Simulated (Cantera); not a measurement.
A perfectly stirred reactor is fed with 5.22 % CH4, 18.6 % O2, 69.9 % N2, 6.26 % H2O, equivalence ratio 0.56, at 5030 Torr; it is adiabatic with a 700 K inlet, and is followed from long to short residence time, starting on the burning branch (τ in s: 0.18, 0.077, 0.033, 0.015, 0.0064, 0.0028, 0.0012, 0.00053, 0.00023, 0.0001, 4.4e-05, 1.9e-05, 8.3e-06).

Computed with Cantera and GRI-Mech 3.0 (53 species, 325 reactions).

Problem. Predict: blow-out, bracketed by the residence times tried; x(CH4) at τ = 0.180 s; x(O2) at τ = 0.180 s; x(H2O) at τ = 0.180 s; x(H2O2) at τ = 0.180 s; x(N2O) at τ = 0.180 s; x(CH4) at τ = 1.20 ms; x(O2) at τ = 1.20 ms; x(H2O) at τ = 1.20 ms; x(H2O2) at τ = 1.20 ms; x(N2O) at τ = 1.20 ms.

Solution. blow-out, bracketed by the residence times tried: burning at 0.230 ms, out at 0.100 ms
x(CH4) at τ = 0.180 s: 2.12e-6
x(O2) at τ = 0.180 s: 0.0818
x(H2O) at τ = 0.180 s: 0.167
x(H2O2) at τ = 0.180 s: 1.34e-7
x(N2O) at τ = 0.180 s: 4.16e-7
x(CH4) at τ = 1.20 ms: 0.000110
x(O2) at τ = 1.20 ms: 0.0826
x(H2O) at τ = 1.20 ms: 0.166
x(H2O2) at τ = 1.20 ms: 5.65e-7
x(N2O) at τ = 1.20 ms: 1.70e-6
